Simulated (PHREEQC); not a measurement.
**Alkaline etch or developer: an equilibrium model**

Make-up at 25 °C: 0.0035 mol/kgw NaOH and 4.8e-05 mol/kgw CO2. Closed to the air; pH follows from the charge balance.

All values are PHREEQC results (Pitzer model, pitzer.dat), not measurements.

Precipitation was switched off in this run.

Question: What pH, osmotic coefficient, specific conductance does the model give?

Answer: pH 11.50; osmotic coefficient 0.979; specific conductance 818 µS/cm.

Question: In which forms is C present?

Answer: CO3-2 95 %, HCO3- 5.2 % of the C.
